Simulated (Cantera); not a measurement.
Cantera run, input and output.

```python
import numpy as np
import cantera as ct

gas = ct.Solution("h2o2.yaml")
gas.TPX = 1223, 33000, {'H2': 2.7, 'O2': 1, 'N2': 0.54}
reactor = ct.IdealGasConstPressureReactor(gas, energy="off", clone=False)
net = ct.ReactorNet([reactor])
net.rtol, net.atol = 1e-08, 1e-18
show = ['H2', 'O2', 'OH', 'O', 'H2O', 'HO2']
times = np.geomspace(6e-06, 20, 14)

steps = ct.SolutionArray(gas, extra=["t"])
rows = []
print(f"{'t/s':>10s}{'T/K':>9s}{'P/Pa':>11s}" + "".join(f"{s:>11s}" for s in show))
for t in times:
    while net.time < t:
        t_next = net.step()
        steps.append(gas.state, t=t_next)
    rows.append([np.interp(t, steps.t, y) for y in (steps.T, steps.P, *steps(*show).X.T)])
    print(f"{t:10.3e}{rows[-1][0]:9.1f}{rows[-1][1]:11.4g}" + "".join(f"{x:11.3e}" for x in rows[-1][2:]))
rate = np.gradient(steps.T, steps.t)
print("integrator steps:", len(steps.t))
if steps.T.max() > steps.T[0] + 200:
    print(f"time of steepest temperature rise: {steps.t[rate.argmax()]:.4e} s")
gas.TPX = 1223, 33000, {'H2': 2.7, 'O2': 1, 'N2': 0.54}
gas.equilibrate("TP")
print(f"equilibrium (TP): T = {gas.T:.1f} K  " + "  ".join(f"{s} {gas[s].X[0]:.3e}" for s in show))
```

It prints:

```
       t/s      T/K       P/Pa         H2         O2         OH          O        H2O        HO2
 6.000e-06   1223.0    3.3e+04  6.368e-01  2.358e-01  3.044e-09  5.458e-09  3.354e-08  3.297e-08
 1.905e-05   1223.0    3.3e+04  6.368e-01  2.358e-01  9.101e-08  1.655e-07  1.812e-06  1.828e-07
 6.049e-05   1223.0    3.3e+04  5.871e-01  2.162e-01  1.653e-03  2.860e-03  3.556e-02  4.771e-05
 1.921e-04   1223.0    3.3e+04  1.814e-01  1.360e-03  1.876e-03  7.084e-04  5.907e-01  1.476e-06
 6.098e-04   1223.0    3.3e+04  2.076e-01  4.259e-05  3.796e-04  2.667e-05  6.122e-01  5.069e-08
 1.936e-03   1223.0    3.3e+04  2.136e-01  3.186e-06  1.054e-04  2.028e-06  6.159e-01  4.442e-09
 6.148e-03   1223.0    3.3e+04  2.153e-01  3.048e-07  3.191e-05  1.849e-07  6.169e-01  5.512e-10
 1.952e-02   1223.0    3.3e+04  2.158e-01  3.201e-08  9.921e-06  1.786e-08  6.172e-01  7.417e-11
 6.198e-02   1223.0    3.3e+04  2.160e-01  3.383e-09  3.112e-06  1.757e-09  6.172e-01  8.884e-12
 1.968e-01   1223.0    3.3e+04  2.160e-01  3.474e-10  9.792e-07  1.739e-10  6.173e-01  9.191e-13
 6.248e-01   1223.0    3.3e+04  2.160e-01  3.492e-11  3.084e-07  1.724e-11  6.173e-01  8.222e-14
 1.984e+00   1223.0    3.3e+04  2.160e-01  3.485e-12  9.724e-08  1.714e-12  6.173e-01  5.908e-15
 6.299e+00   1223.0    3.3e+04  2.160e-01  3.507e-13  3.101e-08  1.744e-13  6.173e-01  3.203e-16
 2.000e+01   1223.0    3.3e+04  2.160e-01  4.002e-14  1.097e-08  2.181e-14  6.173e-01  1.766e-17
integrator steps: 2918
equilibrium (TP): T = 1223.0 K  H2 2.160e-01  O2 1.035e-14  OH 6.303e-09  O 7.201e-15  H2O 6.173e-01  HO2 3.395e-18
```

Computed with Cantera and the H2/O2 subset of GRI-Mech 3.0, which has no nitrogen chemistry. The temperature is held fixed by assumption; the heat of reaction is taken as removed at once.
